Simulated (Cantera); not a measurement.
Charge: 1 mol CH3Cl, 0.088 mol F2, 0.082 mol CH4, equilibrated at 727 °C and 63.0 mbar.

Cantera equilibrium calculation (NASA polynomials, part measured and part estimated; ideal gas, pure solids and liquids). Candidate condensed phases: C, C6H6, C7H8, C8H18; 118 gas species. Rates play no part.

Base state: H2 0.476, HCl 0.445, HF 0.0783, CH4 0.00136 (mole fractions); condensed: C(graphite).

**Question.** What changes in the equilibrium state with this change: F2 from 0.088 to 0.035 mol?

**Answer.** 
```tsv
species	before	after
H2	0.476	0.511
HCl	0.445	0.455
HF	0.0783	0.0319
CH4	0.00136	0.00157
C(graphite), mol	1.08	1.08
```
